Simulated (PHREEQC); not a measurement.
PHREEQC input (ion-association model, wateq4f.dat):

```
SOLUTION_SPECIES
  2 NO3- + 12 H+ + 10 e- = N2 + 6 H2O  # shut off: nitrate stays nitrate
    -log_k -100
    -delta_h 0
    -analytic -100
SOLUTION 1
  temp 25
  units mol/kgw
  pH 7 charge
  N(5) 0.2
  Cl 0.0014
  K 0.0014
SOLUTION 2
  temp 25
  units mol/kgw
  pH 7 charge
  F 0.01278
  B 0.00162
  Pb 0.00081
END
SELECTED_OUTPUT 1
  -reset false
  -pH true
  -pe true
  -ionic_strength true
  -water true
  -totals B Cl F K N Pb N(5) N(3) N(0) N(-3)
  -molalities H+ H3BO3 Cl- F- K+ NO3- Pb+2 H2BO3- NH3 O2
    NH4+ OH- BF(OH)3- BF2(OH)2- BF3OH- BF4- HF HF2- PbCl+ PbCl2
    PbCl3- PbCl4-2 PbF+ PbF2 PbF3- PbF4-2 PbOH+ Pb(OH)2 Pb(OH)3- Pb2OH+3
    PbNO3+ Pb3(OH)4+2 NO2- Pb(OH)4-2 H2F2
  -equilibrium_phases PbF2 Matlockite Litharge Cotunnite Laurionite
PRINT
  -reset false
MIX 1
  1 1
  2 0
EQUILIBRIUM_PHASES 1
  PbF2 0 0
  Matlockite 0 0
  Litharge 0 0
  Cotunnite 0 0
  Laurionite 0 0
  O2(g) -0.68 10
END
# ... the last block is repeated for the other 10 points of share of solution B
```

Selected output (columns that matter, 11 of 11 rows; share of solution B added in front):

```
share of solution B	pH	mu	B	Cl	F	K	N	Pb	m_H+	m_H3BO3	m_Cl-	m_F-	m_K+	m_NO3-
0	0.79734	0.2014	0	0.0014	0	0.0014	0.2	0	0.2	0	0.0014	0	0.0014	0.2
0.1	0.84123	0.18128	0.000162	0.00126	0.001278	0.00126	0.18	8.1001e-05	0.17985	0.0001617	0.0012593	8.5e-06	0.00126	0.17997
0.2	0.89031	0.16117	0.000324	0.00112	0.002556	0.00112	0.16	0.000162	0.1597	0.0003166	0.0011187	1.8379e-05	0.00112	0.15993
0.3	0.94591	0.1411	0.00048601	0.00098002	0.0038341	0.00098002	0.14	0.00024301	0.13959	0.0004411	0.00097817	2.9484e-05	0.00098002	0.13991
0.4	1.01	0.1211	0.00064802	0.00084002	0.0051121	0.00084002	0.12	0.00032401	0.11953	0.00051264	0.00083771	4.1688e-05	0.00084002	0.11988
0.5	1.0857	0.10116	0.00081002	0.00070002	0.0063902	0.00070002	0.1	0.00040501	0.099527	0.00053281	0.00069736	5.5854e-05	0.00070002	0.099863
0.6	1.1782	0.081275	0.00097202	0.00056001	0.0076682	0.00056001	0.080002	0.00048601	0.079564	0.00051344	0.00055715	7.4161e-05	0.00056001	0.079851
0.7	1.2974	0.061451	0.001134	0.00042001	0.0089462	0.00042001	0.060001	0.00056701	0.059642	0.00046311	0.00041711	0.00010127	0.00042001	0.059849
0.8	1.4654	0.041708	0.001296	0.00028	0.010224	0.00028	0.040001	0.00064801	0.039771	0.00038421	0.00027736	0.00014997	0.00028	0.03986
0.9	1.7513	0.022132	0.001458	0.00014	0.011502	0.00014	0.02	0.00072901	0.020017	0.00026973	0.00013808	0.00027808	0.00014	0.019898
1	2.7533	0.0042688	0.00162	0	0.01278	0	0	0.00081	0.0018819	0.00011435	0	0.0019388	0	0
```

Complexes and solids missing from the database can't appear. Real BF4- forms and hydrolyses slowly; the run takes it at equilibrium.
